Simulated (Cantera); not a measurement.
What does this Cantera script print?

```python
import numpy as np
import cantera as ct

gas_names = """
    H HNO HNO2 HNO3 HO2 H2 H2O H2O2 N NH NH2 NH3 NH2OH NO NO2 NO3 N2 N2H2 N2H4 N2O O OH O2 O3 Zr ZrN ZrO
    ZrO2
""".split()
cond_names = """
    H2O(s) H2O(L) Zr(a) Zr(b) Zr(L) ZrN(s) ZrN(L) ZrO2(a) ZrO2(b) ZrO2(L)
""".split()


# ... load() reads the species with a 1 bar reference pressure and builds the phases ...
atoms = {
    'Zr': {'Zr': 1},
    'N2O': {'N': 2, 'O': 1},
    'H2': {'H': 2},
}
top_T = {}  # K; cautious upper limits of use, not melting points


# ... equilibrate(T, P, feed) seeds the gas with the atoms and calls Mixture.equilibrate('TP', solver="vcs", rtol=1e-11, max_steps=5000) ...
results = []
feed = {'Zr': 1, 'N2O': 2.7, 'H2': 29}  # mol
P = 32  # Pa
for T in [1998, 2048, 2098, 2148, 2198, 2248, 2298, 2348, 2398, 2448, 2498, 2548, 2598]:
    mix = equilibrate(T, P, feed)
    results.append((T, P, feed, dict(zip(mix.species_names, mix.species_moles))))

top = {s: max(r[3][s] / sum(r[3][g] for g in gas_names) for r in results) for s in gas_names}
cols = sorted((s for s in top if top[s] > 1e-06), key=lambda s: -top[s])[:5]
seen = [c for c in cond_names if any(r[3].get(c, 0) > 1e-12 for r in results)]
print("log10 of partial pressures in bar; condensed amounts in mol")
print(f"{'T/K':>10s}" + "".join(f"{s[:9]:>10s}" for s in cols + seen))
for T, P, feed, n in results:
    ng = sum(n[g] for g in gas_names)
    print(f"{T:10.4g}" + "".join(f"{np.log10(max(n[s] / ng * P / 1e5, 1e-99)):10.3f}" for s in cols)
          + "".join(f"{n.get(c, 0):10.4g}" for c in seen))
```

Output:

```
log10 of partial pressures in bar; condensed amounts in mol
       T/K        H2         H        N2       H2O         O   ZrO2(b)
      1998    -3.583    -4.586    -4.583    -5.173    -8.318         1
      2048    -3.599    -4.449    -4.589    -5.183    -7.989         1
      2098    -3.619    -4.321    -4.598    -5.196    -7.674         1
      2148    -3.645    -4.203    -4.610    -5.214    -7.371    0.9999
      2198    -3.679    -4.094    -4.623    -5.239    -7.081    0.9997
      2248    -3.721    -3.995    -4.640    -5.272    -6.804    0.9993
      2298    -3.774    -3.906    -4.659    -5.318    -6.541     0.998
      2348    -3.839    -3.828    -4.681    -5.382    -6.295    0.9951
      2398    -3.916    -3.760    -4.705    -5.473    -6.073    0.9878
      2448    -4.006    -3.704    -4.729    -5.598    -5.881    0.9706
      2498    -4.110    -3.658    -4.753    -5.761    -5.725    0.9297
      2548    -4.227    -3.623    -4.776    -5.958    -5.596    0.8334
      2598    -4.356    -3.597    -4.797    -6.166    -5.474    0.6113
```

These are equilibrium values from Cantera (NASA tables, ideal gas, pure condensed phases), not measurements of a reactor.
